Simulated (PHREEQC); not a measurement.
## Nickel, zinc or cadmium bath: speciation

Consider water at 20 °C with 0.0064 mol CdSO4, 0.001 mol NaCl and 6.2e-05 mol FeSO4 per kg of water. It is in equilibrium with CO2 at log p = -1 (atm). Otherwise closed; pH follows from the charge balance.

All values are PHREEQC results (ion-association model, wateq4f.dat), not measurements.

Each row changes one thing in this solution. Precipitation was switched off in this run.

```
case                                      pH  ionic strength (mol/kgw)  SO4-2 (mol/kgw)  Cd+2 (mol/kgw)  CdSO4 (mol/kgw)  Cl- (mol/kgw)  SI of Otavite (CdCO3)  SI of Siderite (FeCO3)
--------------------------------------  ----  ------------------------  ---------------  --------------  ---------------  -------------  ---------------------  ----------------------
as made                                 4.42                    0.0187          0.00441         0.00428          0.00183       0.000809                  -0.83                   -3.99
CdSO4 from 0.0064 to 0.00704 mol/kgw    4.42                    0.0202              ___         0.00465          0.00207       0.000799                  -0.80                   -4.00
0.0088 mol/kgw HCl added                2.19                    0.0248          0.00378         0.00362          0.00117        0.00820                  -5.40                   -8.47
FeSO4 from 6.2e-05 to 6.82e-05 mol/kgw  4.42                    0.0187          0.00442         0.00428          0.00183       0.000809                  -0.83                   -3.95
0.00026 mol/kgw Na2SO4 added            4.42                    0.0193              ___         0.00424          0.00187       0.000812                  -0.83                   -3.99
CdSO4 from 0.0064 to 0.00064 mol/kgw    4.40                   0.00352         0.000635        0.000543          5.80e-5       0.000962                  -1.64                   -3.85
CdSO4 from 0.0064 to 0.0032 mol/kgw     4.41                       ___          0.00249         0.00235         0.000704       0.000874                  -1.06                   -3.94
```

Complete the blanks.


- CdSO4 from 0.0064 to 0.00704 mol/kgw, SO4-2 (mol/kgw): 0.00477
- 0.00026 mol/kgw Na2SO4 added, SO4-2 (mol/kgw): 0.00461
- CdSO4 from 0.0064 to 0.0032 mol/kgw, ionic strength (mol/kgw): 0.0109
